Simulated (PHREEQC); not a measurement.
# Silver or lead bath

Consider water at 25 °C with 7e-05 mol PbCl2, 1.2 mol HNO3 and 0.00083 mol Zn(NO3)2 per kg of water. It is in equilibrium with CO2 at log p = -1 (atm). Otherwise closed; pH follows from the charge balance.

The numbers come from PHREEQC with the ion-association model, phreeqc.dat.

This is a speciation only: nothing precipitates in the calculation.

**Question.** Estimate the pH, density, activity of water.

**Answer.** pH 0.05; density 1.035 g/cm³; activity of water 0.959.

**Question.** In which forms is Pb present?

**Answer.** PbNO3+ 84 %, Pb+2 16 % of the Pb.

Caution: at this ionic strength the ion-association model is outside its range; a Pitzer model would be the better tool where its parameters exist.
